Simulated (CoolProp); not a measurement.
Properties of hydrogen chloride along the isotherm 67.05 °C.

The numbers come from the reference Helmholtz-energy equation of state, Thol 2018 in CoolProp.

| p (MPa) | phase | density (kg/m³) | isothermal compressibility (1/MPa) | fugacity coefficient |
|---|---|---|---|---|
| 0.0394 | gas | 0.5087 | 25.42 | 0.9985 |
| 0.0666 | gas | 0.8607 | 15.05 | 0.9974 |
| 0.112 | gas | 1.450 | 8.968 | 0.9956 |
| 0.19 | gas | 2.467 | 5.303 | 0.9926 |
| 0.32 | gas | 4.177 | 3.165 | 0.9876 |
| 0.54 | gas | 7.112 | 1.892 | 0.9791 |
| 0.911 | gas | 12.18 | 1.139 | 0.9648 |
| 1.54 | gas | 21.16 | 0.6934 | 0.9409 |
| 2.59 | gas | 37.35 | 0.4346 | 0.9017 |
| 4.38 | gas | 69.50 | 0.2873 | 0.8366 |
| 7.39 | gas | 146.8 | 0.2325 | 0.7308 |
| 12.5 | supercritical | 576.0 | 0.09447 | 0.5508 |
